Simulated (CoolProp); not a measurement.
Computed with CoolProp (reference Helmholtz-energy equation of state, de Reuck 1993).

Problem. Give the vapour pressure (kPa), vapour density (kg/m³), enthalpy of vaporisation (kJ/kg) of saturated methanol at 221.95 °C.

Solution. 
```json
[
 {"T (°C)": "221.95", "p (kPa)": "5990", "vapour density (kg/m³)": "93.4", "enthalpy of vaporisation (kJ/kg)": "448"}
]
```
